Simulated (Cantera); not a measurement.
# Diamond growth

A diamond (100) surface in a fixed gas of H2 with x(CH4) = 0.021, x(H) = 0.00062, x(CH3) = 0.00017, 0.0178 atm; coverages are run to steady state.

Detailed kinetics in Cantera: the Harris–Goodwin 1993 mechanism for the reconstructed diamond (100) surface.

```csv
T (K),growth (µm/h),θ c6HH,θ c6H*,θ c6*H,θ c6**,θ c6HM
950,0.829,0.546,0.0118,0.280,0.00490,0.121
1025,0.633,0.546,0.0189,0.362,0.00881,0.0457
1100,0.291,0.521,0.0267,0.423,0.0133,0.00944
1175,0.184,0.487,0.0340,0.457,0.0174,0.00167
1250,0.170,0.461,0.0407,0.475,0.0207,0.000308
1325,0.113,0.448,0.0468,0.480,0.0230,5.95e-5
1400,0.0406,0.446,0.0521,0.477,0.0241,1.33e-5
```
θ: site fractions in the mechanism's names (c6HH fully hydrogenated, c6H* and c6*H radical sites, c6** diradical, c6HM methylated).
